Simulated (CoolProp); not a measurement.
Vapour pressure (MPa) of acetone: the reference equation beside estimates from Tc = 508.1 K, pc = 4.692 MPa, ω = 0.307. Clausius-Clapeyron is anchored at 438 K with a constant enthalpy of vaporisation of 20.00 kJ/mol.

The numbers come from the reference Helmholtz-energy equation of state, Lemmon 2006 in CoolProp. It is a short technical equation, of lower accuracy than the large ones.

```json
[
 {"T (K)": "381.6", "reference": "0.4601", "Clausius-Clapeyron": "0.6724", "van der Waals": "1.334", "Redlich-Kwong": "0.7233", "Soave-Redlich-Kwong": "0.4645", "Peng-Robinson": "0.4600"},
 {"T (K)": "395.7", "reference": "0.6410", "Clausius-Clapeyron": "0.8417", "van der Waals": "1.587", "Redlich-Kwong": "0.9502", "Soave-Redlich-Kwong": "0.6501", "Peng-Robinson": "0.6425"},
 {"T (K)": "409.8", "reference": "0.8713", "Clausius-Clapeyron": "1.037", "van der Waals": "1.868", "Redlich-Kwong": "1.222", "Soave-Redlich-Kwong": "0.8871", "Peng-Robinson": "0.8755"},
 {"T (K)": "423.9", "reference": "1.159", "Clausius-Clapeyron": "1.261", "van der Waals": "2.178", "Redlich-Kwong": "1.544", "Soave-Redlich-Kwong": "1.184", "Peng-Robinson": "1.168"},
 {"T (K)": "438", "reference": "1.514", "Clausius-Clapeyron": "1.514", "van der Waals": "2.519", "Redlich-Kwong": "1.919", "Soave-Redlich-Kwong": "1.548", "Peng-Robinson": "1.528"},
 {"T (K)": "452.1", "reference": "1.945", "Clausius-Clapeyron": "1.797", "van der Waals": "2.891", "Redlich-Kwong": "2.350", "Soave-Redlich-Kwong": "1.990", "Peng-Robinson": "1.966"},
 {"T (K)": "466.2", "reference": "2.465", "Clausius-Clapeyron": "2.111", "van der Waals": "3.295", "Redlich-Kwong": "2.842", "Soave-Redlich-Kwong": "2.518", "Peng-Robinson": "2.492"},
 {"T (K)": "480.3", "reference": "3.087", "Clausius-Clapeyron": "2.456", "van der Waals": "3.732", "Redlich-Kwong": "3.398", "Soave-Redlich-Kwong": "3.142", "Peng-Robinson": "3.118"}
]
```

Absolute difference from the reference over all 8 rows, mean and median: Clausius-Clapeyron 18.5 and 16.7 %, van der Waals 88.7 and 77.2 %, Redlich-Kwong 31.5 and 30.0 %, Soave-Redlich-Kwong 1.9 and 2.0 %, Peng-Robinson 0.7 and 0.9 %.
